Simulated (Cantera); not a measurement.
## Si + F₂ + H₂ + NF₃ (silicon etching in halogen gases)

Charge: 1 mol Si, 5.9 mol F₂, a varied amount of H₂, 2 mol NF₃, at 898 K and 1.33 mbar.

These are equilibrium values from Cantera (NASA tables, ideal gas, pure condensed phases), not measurements of a reactor. Candidate condensed phases: Si, Si₃N₄; 37 gas species. Kinetics and transport are ignored.

| n(H₂) (mol) | log p H₂ | log p HF | log p F | log p F₂ | log p SiF₄ | log p N₂ |
|---|---|---|---|---|---|---|
| 3 | <-14 | -3.24 | -3.39 | -3.78 | -4.02 | -4.02 |
| 4.9 | <-14 | -3.06 | -3.62 | -4.25 | -4.06 | -4.06 |
| 8 | -4.06 | -2.96 | <-14 | <-14 | -4.10 | -4.10 |
| 13 | -3.43 | -3.08 | <-14 | <-14 | -4.22 | -4.22 |
| 21 | -3.20 | -3.21 | <-14 | <-14 | -4.35 | -4.35 |
| 34 | -3.07 | -3.37 | <-14 | <-14 | -4.51 | -4.51 |
| 55 | -3.00 | -3.54 | <-14 | <-14 | -4.68 | -4.68 |
| 89 | -2.95 | -3.73 | <-14 | <-14 | -4.87 | -4.87 |
log p: log10 of the partial pressure in bar; nothing condenses.

From 3 mol H₂ to 89 mol H₂ nothing is condensed. The main Si-bearing gas is SiF₄ throughout.
